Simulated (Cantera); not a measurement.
## Equilibrium for silicon nitride deposition: SiF4 + N2 + H2

Charge: 1 mol SiF4, 6.1 mol N2, 0.83 mol H2, equilibrated at 0.100 bar.

Cantera equilibrium calculation (NASA polynomials, part measured and part estimated; ideal gas, pure solids and liquids). Candidate condensed phases: Si, Si3N4; 37 gas species. N2 is the only nitrogen source here; it is nearly inert below about 1500 K, so the nitride shown seldom forms there in practice. The tables' values for SiF3, SiF2 are old estimates; treat these amounts as uncertain. Kinetics and transport are ignored.

From 1148 K to 1298 K the condensed part is Si3N4(s). From 1348 K to 1548 K nothing is condensed. The main Si-bearing gas is SiF4 throughout.

```json
[
 {"T (K)": "1148", "log p N2": "-1.11", "log p SiF4": "-1.90", "log p H2": "-1.98", "log p HF": "-4.07", "log p SiF3": "-4.99", "log p SiHF3": "-4.56", "log p SiF2": "-7.97", "n Si3N4(s)": "0.000307"},
 {"T (K)": "1198", "log p N2": "-1.11", "log p SiF4": "-1.90", "log p H2": "-1.98", "log p HF": "-3.95", "log p SiF3": "-4.64", "log p SiHF3": "-4.43", "log p SiF2": "-7.33", "n Si3N4(s)": "0.000347"},
 {"T (K)": "1248", "log p N2": "-1.11", "log p SiF4": "-1.90", "log p H2": "-1.98", "log p HF": "-3.83", "log p SiF3": "-4.32", "log p SiHF3": "-4.31", "log p SiF2": "-6.74", "n Si3N4(s)": "0.000328"},
 {"T (K)": "1298", "log p N2": "-1.11", "log p SiF4": "-1.91", "log p H2": "-1.99", "log p HF": "-3.73", "log p SiF3": "-4.02", "log p SiHF3": "-4.20", "log p SiF2": "-6.20", "n Si3N4(s)": "0.000188"},
 {"T (K)": "1348", "log p N2": "-1.11", "log p SiF4": "-1.91", "log p H2": "-1.99", "log p HF": "-3.60", "log p SiF3": "-3.77", "log p SiHF3": "-4.13", "log p SiF2": "-5.75", "n Si3N4(s)": "0"},
 {"T (K)": "1398", "log p N2": "-1.11", "log p SiF4": "-1.91", "log p H2": "-1.99", "log p HF": "-3.45", "log p SiF3": "-3.58", "log p SiHF3": "-4.10", "log p SiF2": "-5.41", "n Si3N4(s)": "0"},
 {"T (K)": "1448", "log p N2": "-1.11", "log p SiF4": "-1.92", "log p H2": "-1.99", "log p HF": "-3.31", "log p SiF3": "-3.41", "log p SiHF3": "-4.08", "log p SiF2": "-5.10", "n Si3N4(s)": "0"},
 {"T (K)": "1498", "log p N2": "-1.12", "log p SiF4": "-1.92", "log p H2": "-2.00", "log p HF": "-3.17", "log p SiF3": "-3.25", "log p SiHF3": "-4.07", "log p SiF2": "-4.83", "n Si3N4(s)": "0"},
 {"T (K)": "1548", "log p N2": "-1.12", "log p SiF4": "-1.93", "log p H2": "-2.00", "log p HF": "-3.04", "log p SiF3": "-3.11", "log p SiHF3": "-4.06", "log p SiF2": "-4.58", "n Si3N4(s)": "0"}
]
```
log p: log10 of the partial pressure in bar; n: condensed amount in mol.
